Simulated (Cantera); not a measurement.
**Thermodynamics of aluminium nitride and oxide growth, feed Al(CH₃)₃ + H₂O + N₂**

A closed system holds: 1 mol Al(CH₃)₃, 1.1 mol H₂O, 790 mol N₂, at 23.0 Pa.

Cantera equilibrium calculation (NASA polynomials, part measured and part estimated; ideal gas, pure solids and liquids). Candidate condensed phases: Al, AlN, Al₂O₃, C, C₆H₆, C₇H₈, C₈H₁₈, H₂O; 148 gas species. The feed counts by its element totals alone. Mutual solubility and eutectic melting of coexisting phases are not modelled. Equilibrium is a limit: real reactors are often held back by kinetics, nucleation or transport.

```json
[
 {"T (K)": "650", "x N₂": "0.993", "x H₂": "0.00704", "x CO": "9.25e-11", "x HCN": "7.50e-11", "x H": "<1e-12", "x CH₄": "2.96e-7", "x HNC": "<1e-12", "n AlN(s)": "0.267", "n Al₂O₃(s)": "0.367", "n C(graphite)": "3.00"},
 {"T (K)": "725", "x N₂": "0.993", "x H₂": "0.00704", "x CO": "8.35e-9", "x HCN": "9.77e-10", "x H": "<1e-12", "x CH₄": "5.85e-8", "x HNC": "<1e-12", "n AlN(s)": "0.267", "n Al₂O₃(s)": "0.367", "n C(graphite)": "3.00"},
 {"T (K)": "800", "x N₂": "0.993", "x H₂": "0.00704", "x CO": "3.22e-7", "x HCN": "7.84e-9", "x H": "1.60e-11", "x CH₄": "1.53e-8", "x HNC": "1.87e-12", "n AlN(s)": "0.267", "n Al₂O₃(s)": "0.367", "n C(graphite)": "3.00"},
 {"T (K)": "875", "x N₂": "0.993", "x H₂": "0.00704", "x CO": "6.58e-6", "x HCN": "4.39e-8", "x H": "2.78e-10", "x CH₄": "4.98e-9", "x HNC": "2.28e-11", "n AlN(s)": "0.270", "n Al₂O₃(s)": "0.365", "n C(graphite)": "2.99"},
 {"T (K)": "950", "x N₂": "0.993", "x H₂": "0.00704", "x CO": "8.30e-5", "x HCN": "1.87e-7", "x H": "3.08e-9", "x CH₄": "1.91e-9", "x HNC": "1.88e-10", "n AlN(s)": "0.311", "n Al₂O₃(s)": "0.345", "n C(graphite)": "2.93"},
 {"T (K)": "1025", "x N₂": "0.992", "x H₂": "0.00704", "x CO": "0.000719", "x HCN": "6.41e-7", "x H": "2.41e-8", "x CH₄": "8.37e-10", "x HNC": "1.13e-9", "n AlN(s)": "0.648", "n Al₂O₃(s)": "0.176", "n C(graphite)": "2.43"},
 {"T (K)": "1100", "x N₂": "0.992", "x H₂": "0.00703", "x CO": "0.00138", "x HCN": "1.86e-6", "x H": "1.43e-7", "x CH₄": "4.08e-10", "x HNC": "5.33e-9", "n AlN(s)": "1.00", "n Al₂O₃(s)": "0", "n C(graphite)": "1.90"},
 {"T (K)": "1175", "x N₂": "0.992", "x H₂": "0.00703", "x CO": "0.00138", "x HCN": "4.69e-6", "x H": "6.78e-7", "x CH₄": "2.18e-10", "x HNC": "2.06e-8", "n AlN(s)": "1.00", "n Al₂O₃(s)": "0", "n C(graphite)": "1.90"},
 {"T (K)": "1250", "x N₂": "0.992", "x H₂": "0.00703", "x CO": "0.00138", "x HCN": "1.06e-5", "x H": "2.67e-6", "x CH₄": "1.25e-10", "x HNC": "6.74e-8", "n AlN(s)": "1.000", "n Al₂O₃(s)": "0", "n C(graphite)": "1.89"}
]
```
x: gas mole fraction; n: condensed amount in mol.

From 650 K to 1025 K the condensed part is AlN(s) + Al₂O₃(s) + C(graphite). From 1100 K to 1250 K the condensed part is AlN(s) + C(graphite).
